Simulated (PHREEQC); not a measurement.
Consider water at 25 °C with 0.028 mol/kgw HF and 0.057 mol/kgw FeCl3. Closed to the air; pH follows from the charge balance.

Model: ion-association model, phreeqc.dat, run in PHREEQC.

Each row changes one thing in this solution. This is a speciation only: nothing precipitates in the calculation.

```json
[
 {"case": "as made", "pH": "1.62", "ionic strength (mol/kgw)": "0.227", "Cl- (mol/kgw)": "0.150", "FeCl+2 (mol/kgw)": "0.0149", "Fe+3 (mol/kgw)": "0.0107", "FeCl2+ (mol/kgw)": "0.00276", "SI of Goethite (FeOOH)": "+2.99", "SI of Hematite (Fe2O3)": "+7.99"},
 {"case": "temperature from 25 to 80 °C", "pH": "1.56", "ionic strength (mol/kgw)": "0.216", "Cl- (mol/kgw)": "0.150", "FeCl+2 (mol/kgw)": "0.0197", "Fe+3 (mol/kgw)": "0.00362", "FeCl2+ (mol/kgw)": "0.000739", "SI of Goethite (FeOOH)": "+3.89", "SI of Hematite (Fe2O3)": "[?]"},
 {"case": "temperature from 25 to 75 °C", "pH": "1.56", "ionic strength (mol/kgw)": "0.217", "Cl- (mol/kgw)": "0.150", "FeCl+2 (mol/kgw)": "0.0196", "Fe+3 (mol/kgw)": "0.00400", "FeCl2+ (mol/kgw)": "0.000837", "SI of Goethite (FeOOH)": "+3.83", "SI of Hematite (Fe2O3)": "[?]"},
 {"case": "HF left out", "pH": "1.94", "ionic strength (mol/kgw)": "0.249", "Cl- (mol/kgw)": "0.141", "FeCl+2 (mol/kgw)": "0.0220", "Fe+3 (mol/kgw)": "0.0171", "FeCl2+ (mol/kgw)": "0.00370", "SI of Goethite (FeOOH)": "+4.11", "SI of Hematite (Fe2O3)": "+10.23"},
 {"case": "FeCl3 from 0.057 to 0.0513 mol/kgw", "pH": "1.63", "ionic strength (mol/kgw)": "0.205", "Cl- (mol/kgw)": "0.138", "FeCl+2 (mol/kgw)": "0.0119", "Fe+3 (mol/kgw)": "0.00919", "FeCl2+ (mol/kgw)": "0.00210", "SI of Goethite (FeOOH)": "+2.95", "SI of Hematite (Fe2O3)": "+7.92"},
 {"case": "HF from 0.028 to 0.014 mol/kgw", "pH": "1.80", "ionic strength (mol/kgw)": "0.234", "Cl- (mol/kgw)": "0.145", "FeCl+2 (mol/kgw)": "0.0193", "Fe+3 (mol/kgw)": "0.0145", "FeCl2+ (mol/kgw)": "[?]", "SI of Goethite (FeOOH)": "+3.63", "SI of Hematite (Fe2O3)": "+9.28"},
 {"case": "diluted 2-fold with water", "pH": "[?]", "ionic strength (mol/kgw)": "0.121", "Cl- (mol/kgw)": "0.0787", "FeCl+2 (mol/kgw)": "0.00545", "Fe+3 (mol/kgw)": "0.00660", "FeCl2+ (mol/kgw)": "[?]", "SI of Goethite (FeOOH)": "+3.65", "SI of Hematite (Fe2O3)": "+9.30"}
]
```

What belongs in the gaps?


- temperature from 25 to 80 °C, SI of Hematite (Fe2O3): +10.00
- temperature from 25 to 75 °C, SI of Hematite (Fe2O3): +9.87
- HF from 0.028 to 0.014 mol/kgw, FeCl2+ (mol/kgw): 0.00340
- diluted 2-fold with water, pH: 1.87
- diluted 2-fold with water, FeCl2+ (mol/kgw): 0.000662

Species that the database lacks are ignored. Some of these states are supersaturated (in Hematite (slow to form), Goethite (slow to form), for instance). At this temperature some constants are extrapolated from 25 °C, and those without enthalpy data are left unchanged. Fluoro complexes past AlF4- and FeF3 are missing from the database.
